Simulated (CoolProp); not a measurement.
Computed with CoolProp (reference Helmholtz-energy equation of state, Akasaka 2024).

Problem. For R1132(E), give the phase and the Z, cv (kJ/(kg K)), speed of sound (m/s), Joule-Thomson coefficient (K/MPa) at 245 K and 31.7 bar.

Solution. 
- 245 K and 31.7 bar: liquid; Z 0.0915, cv 1.07, speed of sound 814, Joule-Thomson coefficient -0.233
